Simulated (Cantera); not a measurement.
Feed: 1 mol B, 0.65 mol Cl2, 4.8 mol H2, equilibrated at 0.100 bar.

Cantera equilibrium calculation (NASA polynomials, part measured and part estimated; ideal gas, pure solids and liquids). Candidate condensed phases: B; 13 gas species. Gases not in the tables: BHCl2. The numbers say what is thermodynamically allowed, not how fast it happens.

Over these rows the condensed part is B(s). Partial pressures as log10 of bar:

| T (K) | 1000/T (1/K) | log p Cl | log p H2 | log p HCl | log p BCl3 |
|---|---|---|---|---|---|
| 1323 | 0.7559 | -7.11 | -1.09 | -1.78 | -2.60 |
| 1398 | 0.7153 | ? | -1.10 | -1.74 | -2.72 |
| 1473 | 0.6789 | -6.14 | -1.10 | -1.71 | -2.85 |
| 1548 | 0.6460 | -5.74 | -1.11 | -1.68 | -2.98 |
| 1623 | 0.6161 | -5.38 | -1.11 | -1.67 | -3.12 |
| 1698 | 0.5889 | -5.05 | -1.11 | -1.66 | -3.26 |

Question: Fit log p(Cl) = a + b·(1000/T) to the five rows, give the apparent enthalpy, and predict the row at 1398 K.

Answer: Means: 1000/T = 0.6572, log p = -5.884. Sxy = -0.205851, Sxx = 0.0166921, so b = -12.33 and a = -5.884 − (-12.33)×0.6572 = 2.22.
Apparent enthalpy: −19.145 × (-12.33) = 236 kJ/mol. With the condensed phases at unit activity, 1/3 BCl3(g) = Cl(g) + 1/3 B(s) links this pressure to the main gases: over the six rows their terms move log p by -0.22 in all, so the slope isn't that reaction's ΔH° alone. The five rows lie within 0.01 of the line.
Prediction at 1398 K: 2.22 + (-12.33)×0.7153 = -6.60. The computed value is -6.60, 0.00 from the line.
